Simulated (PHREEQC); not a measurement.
Dissolve 49 mmol/kgw CdCl2 at 16 °C and 300 atm. Closed to the air; pH follows from the charge balance.

Model: ion-association model, phreeqc.dat, run in PHREEQC.

This is a speciation only: nothing precipitates in the calculation.

Task: Predict the pH, ionic strength.

Result: pH 5.51; ionic strength 0.0723 mol/kgw.

Task: In which forms is Cl present?

Result: Cl- 60 %, CdCl+ 31 %, CdCl2 9.1 % of the Cl.

Complexes and solids missing from the database can't appear. Under pressure, the constants of complexes without a molar volume in the database are unreliable.
